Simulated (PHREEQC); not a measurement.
Metal-bearing waste water: speciation

Consider water at 25 °C with 8.2 mmol/kgw ZnSO4 and 0.28 mmol/kgw Na2SO4. Closed to the air; pH follows from the charge balance.

Computed with PHREEQC (ion-association model, phreeqc.dat).

No solid was allowed to form.

Predict the pH.

pH 5.78.

In which forms is S present?

SO4-2 69 %, ZnSO4 29 %, Zn(SO4)2-2 2.8 % of the S.
